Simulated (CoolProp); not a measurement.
Model: reference Helmholtz-energy equation of state, Thol 2015, in CoolProp.

Problem. Give the vapour pressure (bar), vapour density (kg/m³), liquid cp (kJ/(kg K)) of saturated octamethylcyclotetrasiloxane (D4) at 129.95, 160.55 °C.

Solution. 
| T (°C) | p (bar) | vapour density (kg/m³) | liquid cp (kJ/(kg K)) |
|---|---|---|---|
| 129.95 | 0.266 | 2.43 | 1.88 |
| 160.55 | 0.677 | 5.91 | 1.96 |
